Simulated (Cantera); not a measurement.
A Cantera script and what it prints.

```python
import numpy as np
import cantera as ct

gas_names = [...]  # 109 gases of nasa_gas.yaml made of C, Cl, H, Si
cond_names = """
    C(gr) C6H6(L) C7H8(L) C8H18(L),n-octa Si(cr) Si(L) SiC(b)
""".split()


# ... load() reads the species with a 1 bar reference pressure and builds the phases ...
atoms = {
    'CH3SiCl3': {'C': 1, 'H': 3, 'Si': 1, 'CL': 3},
    'H2': {'H': 2},
}
top_T = {'C(gr)': 4500, 'SiC(b)': 3050}  # K; cautious upper limits of use, not melting points


# ... equilibrate(T, P, feed) seeds the gas with the atoms and calls Mixture.equilibrate('TP', solver="vcs", rtol=1e-11, max_steps=5000) ...
results = []
feed = {'CH3SiCl3': 1, 'H2': 850}  # mol
T = 1825  # K
P = 3800  # Pa
mix = equilibrate(T, P, feed)
results.append((T, P, feed, dict(zip(mix.species_names, mix.species_moles))))
x = sorted(zip(gas.X, gas.species_names), reverse=True)
print(f"T = {T:g} K  P = {P:g} Pa  gas = {mix.phase_moles(0):.4g} mol")
print("   x: " + "  ".join(f"{s} {v:.3e}" for v, s in x if v > 0.001))
print("   condensed (mol): " + ("  ".join(f"{mix.phase(i).name} {mix.phase_moles(i):.4g}"
      for i in range(1, mix.n_phases) if mix.phase_moles(i) > 1e-12) or "none"))
```

Output:

```
T = 1825 K  P = 3800 Pa  gas = 854 mol
   x: H2 9.942e-01  HCL 3.497e-03  H 2.253e-03
   condensed (mol): SiC(b) 0.9766
```

Cantera equilibrium calculation (NASA polynomials, part measured and part estimated; ideal gas, pure solids and liquids). The feed counts by its element totals alone.
